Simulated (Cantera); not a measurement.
Charge: 1 mol Si, 1 mol HBr, 11 mol H2, equilibrated at 1150 K and 3.40e-5 bar.

Method: chemical equilibrium by Gibbs-energy minimisation in Cantera with the NASA 1993 tables (ideal gas, pure condensed phases). Candidate condensed phases: Br2, Si; 19 gas species. The tables' values for SiBr3 are old estimates; treat these amounts as uncertain. Kinetics and transport are ignored.

Base state: H2 0.924, HBr 0.0678, SiBr2 0.00747, Br 0.000508, SiBr3 2.16e-5, H 1.23e-5 (mole fractions); condensed: Si(s).

Problem. What changes in the equilibrium state with this change: H2 from 11 to 0.34 mol?

Solution. 
```
species      before    after
----------  -------  -------
H2            0.924    0.495
HBr          0.0678    0.271
SiBr2       0.00747    0.223
SiBr4       5.63e-6  0.00501
SiBr3       2.16e-5  0.00352
Si(s), mol    0.910    0.691
```
